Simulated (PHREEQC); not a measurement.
Make-up at 20 °C: 0.00011 mol/kgw PbCl2, 0.00018 mol/kgw KNO3 and 0.0013 mol/kgw Cu(NO3)2. Closed to the air; pH follows from the charge balance.

Equilibrium calculation in PHREEQC: ion-association model, wateq4f.dat.

Question: The ionic strength comes out as 0.00440 mol/kgw. What activity coefficients do Pb+2, Cu2(OH)2+2, NO3-, Cu+2, CuOH+ get?

Answer: Pb+2 0.75, Cu2(OH)2+2 0.75, NO3- 0.93, Cu+2 0.76, CuOH+ 0.93.

This is a speciation only: nothing precipitates in the calculation.
